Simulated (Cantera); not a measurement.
A Cantera script and its output.

```python
import numpy as np
import cantera as ct

gas = ct.Solution("gri30.yaml")
gas.TPX = 1350, 63000, {'N2O': 1, 'N2': 0.65}
reactor = ct.IdealGasConstPressureReactor(gas, energy="off", clone=False)
net = ct.ReactorNet([reactor])
net.rtol, net.atol = 1e-08, 1e-18
show = ['N2O', 'NO2', 'NO', 'O2', 'O']
times = np.geomspace(9e-06, 4, 11)

steps = ct.SolutionArray(gas, extra=["t"])
rows = []
print(f"{'t/s':>10s}{'T/K':>9s}{'P/Pa':>11s}" + "".join(f"{s:>11s}" for s in show))
for t in times:
    while net.time < t:
        t_next = net.step()
        steps.append(gas.state, t=t_next)
    rows.append([np.interp(t, steps.t, y) for y in (steps.T, steps.P, *steps(*show).X.T)])
    print(f"{t:10.3e}{rows[-1][0]:9.1f}{rows[-1][1]:11.4g}" + "".join(f"{x:11.3e}" for x in rows[-1][2:]))
rate = np.gradient(steps.T, steps.t)
print("integrator steps:", len(steps.t))
if steps.T.max() > steps.T[0] + 200:
    print(f"time of steepest temperature rise: {steps.t[rate.argmax()]:.4e} s")
gas.TPX = 1350, 63000, {'N2O': 1, 'N2': 0.65}
gas.equilibrate("TP")
print(f"equilibrium (TP): T = {gas.T:.1f} K  " + "  ".join(f"{s} {gas[s].X[0]:.3e}" for s in show))
```

Output:

```
       t/s      T/K       P/Pa        N2O        NO2         NO         O2          O
 9.000e-06   1350.0    6.3e+04  6.060e-01  4.235e-12  1.523e-06  3.657e-06  8.333e-06
 3.304e-05   1350.0    6.3e+04  6.060e-01  2.419e-10  1.152e-05  2.767e-05  1.337e-05
 1.213e-04   1350.0    6.3e+04  6.056e-01  5.346e-09  5.443e-05  1.307e-04  1.385e-05
 4.452e-04   1350.0    6.3e+04  6.044e-01  7.858e-08  2.122e-04  5.097e-04  1.384e-05
 1.634e-03   1350.0    6.3e+04  6.001e-01  9.596e-07  7.873e-04  1.893e-03  1.383e-05
 6.000e-03   1350.0    6.3e+04  5.844e-01  8.627e-06  2.845e-03  6.858e-03  1.377e-05
 2.203e-02   1350.0    6.3e+04  5.314e-01  4.512e-05  9.766e-03  2.370e-02  1.350e-05
 8.086e-02   1350.0    6.3e+04  3.833e-01  1.481e-04  2.864e-02  7.102e-02  1.247e-05
 2.968e-01   1350.0    6.3e+04  1.415e-01  3.023e-04  5.628e-02  1.499e-01  8.698e-06
 1.090e+00   1350.0    6.3e+04  1.174e-02  3.695e-04  6.492e-02  1.953e-01  1.647e-06
 4.000e+00   1350.0    6.3e+04  1.165e-05  4.446e-04  6.471e-02  1.998e-01  2.408e-07
integrator steps: 1117
equilibrium (TP): T = 1350.0 K  N2O 2.867e-08  NO2 4.189e-06  NO 5.649e-04  O2 2.323e-01  O 2.579e-07
```

Model: GRI-Mech 3.0 (53 species, 325 reactions), integrated in Cantera. GRI-Mech 3.0 was tuned for natural gas; its chemistry of N2O as a main component is partial and can be far from experiment. The mechanism lacks the step 2 NO + O2 → 2 NO2, which can matter for NO2 below about 1400 K. The temperature is held fixed by assumption; the heat of reaction is taken as removed at once.
